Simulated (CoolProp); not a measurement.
Saturation properties of fluorine.

Values from CoolProp's reference Helmholtz-energy equation of state, de Reuck 1990.

```csv
T (°C),p (bar),liquid density (kg/m³),vapour Z,surface tension (mN/m)
-162.45,9.311,1299,0.8477,6.76
-160.35,10.66,1279,0.8333,6.25
-158.25,12.14,1259,0.8179,5.75
-156.15,13.76,1239,0.8016,5.26
-154.05,15.53,1217,0.7841,4.77
-151.95,17.47,1194,0.7656,4.29
-149.85,19.56,1171,0.7457,3.82
-147.75,21.84,1146,0.7245,3.37
-145.65,24.29,1119,0.7016,2.92
-143.55,26.95,1090,0.6769,2.48
-141.45,29.80,1059,0.6501,2.06
-139.35,32.88,1025,0.6208,1.65
-137.35,36.02,988.5,0.5897,1.28
-135.25,39.56,944.1,0.5527,0.913
```

It boils at -188.1 °C under 1 atm.

Surface tension comes from a separate correlation (Mulero 2012).
